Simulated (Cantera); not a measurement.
A perfectly stirred reactor is fed with CH₄ : N₂ = 1 : 17 (molar parts), at 101000 Pa; it is held at 1325 K, and followed from long to short residence time.

Model: GRI-Mech 3.0 (53 species, 325 reactions), integrated in Cantera. GRI-Mech 3.0 stops at C3 and has no aromatics, soot or wall deposition, so with more carbon than oxygen in the feed, carbon stays in small species such as C2H2 where larger ones or solid carbon would form.

Q: What does this change do: temperature 1325 to 1625 K?

A: 
```tsv
quantity	before	after
x(CH₄) at τ = 0.490 s	0.0552	0.0157
x(C₂H) at τ = 0.490 s	<1e-12	1.72e-8
x(C₂H₄) at τ = 0.490 s	8.17e-5	0.000191
x(H₂) at τ = 0.490 s	0.000350	0.0564
x(CH₂) at τ = 0.490 s	2.86e-11	1.69e-8
x(CH₄) at τ = 45.0 ms	0.0555	0.0362
x(C₂H) at τ = 45.0 ms	<1e-12	8.57e-9
x(C₂H₄) at τ = 45.0 ms	1.82e-6	0.000657
x(H₂) at τ = 45.0 ms	1.55e-5	0.0266
x(CH₂) at τ = 45.0 ms	7.78e-12	4.20e-8
```

Q: What does this change do: temperature 1325 to 1650 K?

A: 
```json
[
 {"quantity": "x(CH₄) at τ = 0.490 s", "before": "0.0552", "after": "0.0126"},
 {"quantity": "x(C₂H) at τ = 0.490 s", "before": "<1e-12", "after": "2.74e-8"},
 {"quantity": "x(C₂H₄) at τ = 0.490 s", "before": "8.17e-5", "after": "0.000160"},
 {"quantity": "x(H₂) at τ = 0.490 s", "before": "0.000350", "after": "0.0608"},
 {"quantity": "x(CH₂) at τ = 0.490 s", "before": "2.86e-11", "after": "2.34e-8"},
 {"quantity": "x(CH₄) at τ = 45.0 ms", "before": "0.0555", "after": "0.0317"},
 {"quantity": "x(C₂H) at τ = 45.0 ms", "before": "<1e-12", "after": "1.53e-8"},
 {"quantity": "x(C₂H₄) at τ = 45.0 ms", "before": "1.82e-6", "after": "0.000556"},
 {"quantity": "x(H₂) at τ = 45.0 ms", "before": "1.55e-5", "after": "0.0331"},
 {"quantity": "x(CH₂) at τ = 45.0 ms", "before": "7.78e-12", "after": "5.93e-8"}
]
```
